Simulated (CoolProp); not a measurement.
Vapour-liquid equilibrium of carbon dioxide (1) + propane (2) at -27.95 °C; x and y are mole fractions of (1).

The numbers come from the multi-fluid Helmholtz-energy mixture model, Span 1996 and Lemmon 2009; pair parameters Kunz 2012 in CoolProp.

```csv
x,"bubble pressure, mixture model (kPa)","bubble pressure, Raoult's law (kPa)","y, mixture model","y, Raoult's law"
0.05,312.1,249.1,0.426,0.307
0.15,572.1,383.8,0.701,0.597
0.25,801.6,518.5,0.797,0.737
0.35,981.6,653.2,0.843,0.819
0.45,1112,787.9,0.870,0.873
0.55,1205,922.5,0.887,0.911
0.65,1278,1057,0.902,0.940
0.75,1344,1192,0.918,0.962
0.85,1414,1327,0.939,0.979
0.95,1490,1461,0.974,0.994
```

The largest gap from Raoult's law is +54.6 % in bubble pressure, at x = 0.25. No azeotrope shows between x = 0.05 and 0.95.

The pair parameters rest on a limited set of measurements; away from them the model extrapolates. With so large a gap from Raoult's law the liquid may split in two, which this calculation doesn't test in full.
